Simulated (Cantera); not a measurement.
A freely propagating, adiabatic, planar premixed flame of C3H8 : O2 : N2 = 1 : 7.58 : 28.5 (molar parts), unburnt at 648 K and 2.10 bar; mixture-averaged transport, grid criteria slope 0.08 and curve 0.16, no radiation.

Model: GRI-Mech 3.0 (53 species, 325 reactions), integrated in Cantera. GRI-Mech 3.0 was tuned for natural gas; its chemistry of propane as a main component is partial and can be far from experiment. Burning velocities carry a grid error of a few per cent, more on coarse grids.

Problem. How do the results move with these cheaper or finer settings: unity-Lewis-number transport; multicomponent transport; multicomponent+Soret transport; grid criteria slope 0.5, curve 1; grid criteria slope 0.25, curve 0.5; grid criteria slope 0.03, curve 0.06?

Solution. 
| setting | laminar burning velocity | thermal thickness | peak x(OH) | peak x(C2H2) | grid points |
|---|---|---|---|---|---|
| as above | 99.7 cm/s | 0.183 mm | 0.00631 | 0.000299 | 135 |
| unity-Lewis-number transport | 83.6 cm/s | 0.189 mm | 0.00648 | 0.000216 | 127 |
| multicomponent transport | 100 cm/s | 0.184 mm | 0.00632 | 0.000302 | 135 |
| multicomponent+Soret transport | 99.2 cm/s | 0.185 mm | 0.00633 | 0.000300 | 136 |
| grid criteria slope 0.5, curve 1 | 117 cm/s | 0.200 mm | 0.00682 | 0.000322 | 33 |
| grid criteria slope 0.25, curve 0.5 | 105 cm/s | 0.191 mm | 0.00637 | 0.000295 | 51 |
| grid criteria slope 0.03, curve 0.06 | 97.0 cm/s | 0.182 mm | 0.00622 | 0.000295 | 329 |
The base run took about 5 core-seconds (a rough figure).
Unity Lewis numbers drop preferential diffusion, which matters most where H2 and H carry the flame; Soret adds thermal diffusion.
